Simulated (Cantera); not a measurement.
Input: 1 mol CHF3, 0.14 mol F2, 0.054 mol HCl, at 2475 K and 4.70 Pa.

Cantera equilibrium calculation (NASA polynomials, part measured and part estimated; ideal gas, pure solids and liquids). Candidate condensed phases: C, C6H6, C7H8, C8H18; 118 gas species. Equilibrium is a limit: real reactors are often held back by kinetics, nucleation or transport.

Task: What is the equilibrium state?

Result: 
- x(F): 0.641
- x(HF): 0.301
- x(CF): 0.0194
- x(Cl): 0.0159
- x(H): 0.00988
- x(C3): 0.00714
- x(CF2): 0.00262
- x(C): 0.00250
- x(C2): 0.000655
- n(C(graphite)): 0.839 mol
- gas amount: 3.394 mol
